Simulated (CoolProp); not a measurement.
Computed with CoolProp (reference Helmholtz-energy equation of state, Thol 2012).

For benzene, give the phase and the Z, cv (kJ/(kg K)), isothermal compressibility (1/MPa), Prandtl number at 346.85 °C and 1.34 MPa.


- 346.85 °C and 1.34 MPa: gas; Z 0.931, cv 2.01, isothermal compressibility 0.804, Prandtl number 0.762

Viscosity comes from a separate model (Avgeri 2014). Thermal conductivity comes from a separate model (Assael 2012).
